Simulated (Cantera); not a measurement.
**Oxide etching and cleaning by halides: SiO₂ + SiCl₄**

Input: 1 mol SiO₂, 1.5 mol SiCl₄, at 10.0 mbar.

Cantera equilibrium calculation (NASA polynomials, part measured and part estimated; ideal gas, pure solids and liquids). Candidate condensed phases: Si, SiO₂; 15 gas species. The tables' values for SiCl₃ are old estimates; treat these amounts as uncertain. The tables hold silica as quartz up to 1696 K and as liquid above; real silica turns to tridymite and cristobalite and melts near 1996 K. Equilibrium is a limit: real reactors are often held back by kinetics, nucleation or transport.

From 775 K to 825 K the condensed part is SiO₂(α-quartz). From 875 K to 1325 K the condensed part is SiO₂(β-quartz). The main Si-bearing gas is SiCl₄ throughout.

```
T (K)  x SiCl₄   x SiCl₃      x Cl     x Cl₂   x SiCl₂     x SiO  n SiO₂(α-quartz)  n SiO₂(β-quartz)
-----  -------  --------  --------  --------  --------  --------  ----------------  ----------------
775       1.00   9.49e-9   2.93e-9   3.26e-9    <1e-12    <1e-12              1.00                 0
825       1.00   5.37e-8   2.10e-8   1.64e-8    <1e-12    <1e-12              1.00                 0
875       1.00   2.52e-7   1.19e-7   6.67e-8  3.68e-12    <1e-12                 0              1.00
925      1.000   1.01e-6   5.53e-7   2.28e-7  4.05e-11    <1e-12                 0              1.00
975      1.000   3.53e-6   2.18e-6   6.77e-7  3.53e-10    <1e-12                 0              1.00
1025     1.000   1.10e-5   7.46e-6   1.78e-6   2.53e-9    <1e-12                 0              1.00
1075     1.000   3.10e-5   2.26e-5   4.21e-6   1.52e-8    <1e-12                 0              1.00
1125     1.000   8.01e-5   6.20e-5   9.12e-6   7.89e-8  6.56e-12                 0              1.00
1175     1.000  0.000191  0.000155   1.84e-5   3.57e-7  7.02e-11                 0              1.00
1225     0.999  0.000426  0.000359   3.47e-5   1.44e-6  6.21e-10                 0              1.00
1275     0.998  0.000892  0.000778   6.20e-5   5.18e-6   4.64e-9                 0              1.00
1325     0.997   0.00177   0.00159  0.000106   1.70e-5   2.98e-8                 0              1.00
```
x: gas mole fraction; n: condensed amount in mol.
